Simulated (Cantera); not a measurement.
A freely propagating, adiabatic, planar premixed flame of CH4 : H2 : O2 : N2 = 1 : 0.18 : 2.09 : 7.86 (molar parts), equivalence ratio 1.0, unburnt at 575 K and 5.00 bar; mixture-averaged transport, grid criteria slope 0.08 and curve 0.16, no radiation.

Model: GRI-Mech 3.0 (53 species, 325 reactions), integrated in Cantera. Burning velocities carry a grid error of a few per cent, more on coarse grids.

Q: How do the results move with these cheaper or finer settings: unity-Lewis-number transport; multicomponent transport; multicomponent+Soret transport; grid criteria slope 0.5, curve 1; grid criteria slope 0.25, curve 0.5; grid criteria slope 0.03, curve 0.06?

A: 
```tsv
setting	laminar burning velocity	thermal thickness	peak x(C2H2)	peak x(CH2)	grid points
as above	75.0 cm/s	0.0970 mm	0.000183	4.97e-5	139
unity-Lewis-number transport	61.2 cm/s	0.104 mm	0.000160	5.25e-5	133
multicomponent transport	75.5 cm/s	0.0982 mm	0.000188	5.01e-5	139
multicomponent+Soret transport	74.2 cm/s	0.0986 mm	0.000177	4.90e-5	139
grid criteria slope 0.5, curve 1	84.5 cm/s	0.105 mm	0.000176	4.84e-5	36
grid criteria slope 0.25, curve 0.5	78.6 cm/s	0.0994 mm	0.000181	4.96e-5	60
grid criteria slope 0.03, curve 0.06	74.0 cm/s	0.0961 mm	0.000184	4.98e-5	364
```
The base run took very roughly 9 core-seconds.
Unity Lewis numbers drop preferential diffusion, which matters most where H2 and H carry the flame; Soret adds thermal diffusion.
